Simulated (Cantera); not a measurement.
# Ignition delay

Mixture: CH₄ : C₂H₆ : O₂ : N₂ = 1 : 0.058 : 3.06 : 11.5 (molar parts), equivalence ratio 0.72, at 1.90 bar, adiabatic and at constant pressure. Ignition delay is the time to a rise of 400 K.

Model: GRI-Mech 3.0 (53 species, 325 reactions), integrated in Cantera.

| T0 (K) | delay (ms) |
|---|---|
| 1275 | 2.46 |
| 1325 | 1.41 |
| 1375 | 0.817 |
| 1425 | 0.485 |
| 1475 | 0.295 |
| 1525 | 0.185 |
| 1575 | 0.120 |
| 1625 | 0.0804 |
| 1675 | 0.0560 |
| 1725 | 0.0404 |

| Property | Value |
|---|---|
| apparent activation energy between 1625 and 1725 K | 160 kJ/mol |
